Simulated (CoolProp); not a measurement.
R124 along the isobar 0.263 MPa: density (kg/m³) from the reference equation and from simpler models built on Tc = 395.4 K, pc = 3.624 MPa, ω = 0.288; each cubic takes its own stable root.

The numbers come from the reference Helmholtz-energy equation of state, de Vries 1995 in CoolProp.

```json
[
 {"T (K)": "339.4", "phase": "gas", "reference": "13.30"},
 {"T (K)": "351.1", "phase": "gas", "reference": "12.79"},
 {"T (K)": "362.8", "phase": "gas", "reference": "12.33"},
 {"T (K)": "374.6", "phase": "gas", "reference": "11.89"},
 {"T (K)": "386.3", "phase": "gas", "reference": "11.49"},
 {"T (K)": "398", "phase": "gas", "reference": "11.12"},
 {"T (K)": "409.7", "phase": "gas", "reference": "10.78"},
 {"T (K)": "421.4", "phase": "gas", "reference": "10.46"},
 {"T (K)": "433.2", "phase": "gas", "reference": "10.15"}
]
```

Question: How far does each simpler model (van der Waals, Redlich-Kwong, Soave-Redlich-Kwong, Peng-Robinson) lie from the reference over these 9 states: mean and median of the absolute difference, and the worst?

Answer: 
- van der Waals: mean 0.5 %, median 0.4 %, worst -1.2 % at 339.4 K and 0.263 MPa
- Redlich-Kwong: mean 0.2 %, median 0.1 %, worst -0.5 % at 339.4 K and 0.263 MPa
- Soave-Redlich-Kwong: mean 0.1 %, median 0.1 %, worst -0.2 % at 339.4 K and 0.263 MPa
- Peng-Robinson: mean 0.2 %, median 0.2 %, worst +0.3 % at 386.3 K and 0.263 MPa
